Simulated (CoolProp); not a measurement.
Vapour-liquid equilibrium of n-hexane (1) + toluene (2) at 180.85 °C; x and y are mole fractions of (1).

Model: multi-fluid Helmholtz-energy mixture model, Thol 2019 and Lemmon 2006; pair parameters Bell 2016, in CoolProp.

Give the bubble pressure and the first vapour's composition at x = 0.2, 0.65, 0.8. Is there an azeotrope?

x = 0.2: 722.1 kPa, y = 0.377; x = 0.65: 1070 kPa, y = 0.774; x = 0.8: 1177 kPa, y = 0.872. No azeotrope shows between x = 0.05 and 0.95.

Pair parameters are fitted to limited data, so mixtures are less certain than the pure fluids.
